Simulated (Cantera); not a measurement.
An isothermal, constant-pressure homogeneous reactor starts with 15.7 % H₂, 30.1 % O₂, 54.2 % N₂, equivalence ratio 0.26, at 1375 K and 0.110 bar.

Computed with Cantera and the H2/O2 subset of GRI-Mech 3.0, which has no nitrogen chemistry. The temperature is held fixed by assumption; the heat of reaction is taken as removed at once.

x: mole fraction; the columns are a selection and need not sum to one.

| t (s) | x H₂ | x O₂ | x O | x OH | x H | x H₂O₂ |
|---|---|---|---|---|---|---|
| 0.000900 | 0.00622 | 0.231 | 0.0191 | ? | 0.0165 | 9.83e-7 |
| 0.00214 | 0.00192 | 0.238 | 0.00548 | ? | 0.00255 | 7.34e-7 |
| 0.00511 | 0.000331 | 0.241 | 0.000925 | ? | 0.000176 | 3.30e-7 |
| 0.0122 | 5.69e-5 | 0.242 | 0.000160 | ? | 1.27e-5 | 1.22e-7 |
| 0.0290 | 1.28e-5 | 0.242 | 3.67e-5 | ? | 1.39e-6 | 4.59e-8 |
| 0.0690 | 3.64e-6 | 0.242 | 1.06e-5 | ? | 2.17e-7 | 1.81e-8 |
| 0.164 | 1.24e-6 | 0.242 | 3.67e-6 | ? | 4.40e-8 | 7.66e-9 |
| 0.391 | 5.26e-7 | 0.242 | 1.56e-6 | ? | 1.23e-8 | 3.82e-9 |
| 0.932 | 3.40e-7 | 0.242 | 1.01e-6 | 5.78e-5 | 6.42e-9 | 2.73e-9 |
| 2.22 | 3.21e-7 | 0.242 | 9.50e-7 | 5.62e-5 | 5.89e-9 | 2.62e-9 |
| 5.29 | 3.21e-7 | 0.242 | 9.50e-7 | 5.61e-5 | 5.89e-9 | 2.62e-9 |
| 12.6 | 3.21e-7 | 0.242 | 9.50e-7 | 5.61e-5 | 5.89e-9 | 2.62e-9 |
| 30.0 | 3.21e-7 | 0.242 | 9.50e-7 | 5.61e-5 | 5.89e-9 | 2.62e-9 |

Question: Complete the blanks.

Answer: 
- 0.000900, x OH: 0.00757
- 0.00214, x OH: 0.00421
- 0.00511, x OH: 0.00174
- 0.0122, x OH: 0.000728
- 0.0290, x OH: 0.000349
- 0.0690, x OH: 0.000188
- 0.164, x OH: 0.000110
- 0.391, x OH: 7.20e-5
